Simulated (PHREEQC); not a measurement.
Solution (47 °C and 300 atm): 0.1 mol CuSO4, 0.0011 mol HBF4 and 9.5e-05 mol FeCl3 per kg of water. Closed to the air; pH follows from the charge balance.

Model: ion-association model, phreeqc.dat, run in PHREEQC.

```tsv
quantity	before	after
pH	3.17	3.10
ionic strength (mol/kgw)	0.221	0.224
Cl- (mol/kgw)	0.000254	0.000266
FeOH+2 (mol/kgw)	2.80e-8	1.80e-8
Fe(OH)2+ (mol/kgw)	1.39e-8	5.14e-9
Fe+3 (mol/kgw)	1.67e-9	2.35e-9
SI of Goethite (FeOOH)	+1.61	+1.18
SI of Hematite (Fe2O3)	+5.30	+4.38
```

Name the change that produced these shifts.
(A) diluted 5-fold with water
(B) CuSO4 left out
(C) 0.003 mol/kgw KOH added
(D) temperature from 47 to 35 °C
(E) HBF4 left out

D, temperature from 47 to 35 °C

No solid was allowed to form. Some of these states are supersaturated (in Hematite (slow to form), Goethite (slow to form), for instance). Under pressure, the constants of complexes without a molar volume in the database are unreliable. At this temperature some constants are extrapolated from 25 °C, and those without enthalpy data are left unchanged. Real BF4- forms and hydrolyses slowly; the run takes it at equilibrium. Fluoro complexes past AlF4- and FeF3 are missing from the database.
